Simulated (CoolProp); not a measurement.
The numbers come from the reference Helmholtz-energy equation of state, Thol 2017 in CoolProp.

Problem. Give the vapour pressure (MPa), vapour density (kg/m³), enthalpy of vaporisation (kJ/kg), liquid cp (kJ/(kg K)) of saturated decamethyltetrasiloxane (MD2M) at 348.8 K.

Solution. 
```csv
T (K),p (MPa),vapour density (kg/m³),enthalpy of vaporisation (kJ/kg),liquid cp (kJ/(kg K))
348.8,0.00142,0.152,172,1.85
```
